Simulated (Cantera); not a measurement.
# Diamond growth

A diamond (100) surface in a fixed gas of H2 with x(CH4) = 0.029, x(H) = 0.00051, at 1023 K, 0.0170 bar; coverages are run to steady state.

Detailed kinetics in Cantera: the Harris–Goodwin 1993 mechanism for the reconstructed diamond (100) surface.

```
x(CH3)   growth (µm/h)  θ c6HH  θ c6H*  θ c6*H   θ c6**    θ c6HM
-------  -------------  ------  ------  ------  -------  --------
1e-06          0.00333   0.585  0.0200   0.385  0.00959  0.000312
2.5e-06        0.00833   0.585  0.0200   0.384  0.00957  0.000779
6.4e-06         0.0213   0.584  0.0200   0.384  0.00954   0.00199
1.6e-05         0.0529   0.582  0.0199   0.382  0.00946   0.00495
4.1e-05          0.133   0.576  0.0197   0.378  0.00926    0.0125
0.0001           0.315   0.562  0.0192   0.368  0.00882    0.0295
0.00026          0.752   0.528  0.0180   0.345  0.00778    0.0707
0.00067           1.61   0.463  0.0156   0.300  0.00586     0.152
0.0017            2.90   0.362  0.0120   0.231  0.00338     0.278
```
θ: site fractions in the mechanism's names (c6HH fully hydrogenated, c6H* and c6*H radical sites, c6** diradical, c6HM methylated).
